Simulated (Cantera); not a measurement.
A closed system holds: 1 mol CH₃F, 0.026 mol HCl, 0.14 mol H₂, equilibrated at 22.0 mbar.

Cantera equilibrium calculation (NASA polynomials, part measured and part estimated; ideal gas, pure solids and liquids). Candidate condensed phases: C, C₆H₆, C₇H₈, C₈H₁₈; 135 gas species. Ions and electrons are included (thermal ionisation). Rates play no part. All values below are at 5000 K.

Base state: H 0.620, F 0.187, C 0.186, Cl 0.00488, HF 0.00111, C₂ 0.000510, CF 0.000219, H₂ 0.000204 (mole fractions); condensed: gas only.

Question: What changes in the equilibrium state with this change: CH₃F replaced by c-C₄F₈?

Answer: 
```tsv
species	before	after
F	0.187	0.649
C	0.186	0.321
H	0.620	0.0247
H₂	0.000204	3.25e-7
CH	2.49e-5	1.71e-6
HF	0.00111	0.000154
CF	0.000219	0.00131
```
The feed counts by its element totals alone.

Question: What changes in the equilibrium state with this change: CH₃F replaced by C₂F₆?

Answer: 
```json
[
 {"species": "F", "before": "0.187", "after": "0.720"},
 {"species": "C", "before": "0.186", "after": "0.238"},
 {"species": "H", "before": "0.620", "after": "0.0365"},
 {"species": "H₂", "before": "0.000204", "after": "7.10e-7"},
 {"species": "CH", "before": "2.49e-5", "after": "1.87e-6"},
 {"species": "CF", "before": "0.000219", "after": "0.00108"}
]
```
The feed counts by its element totals alone.
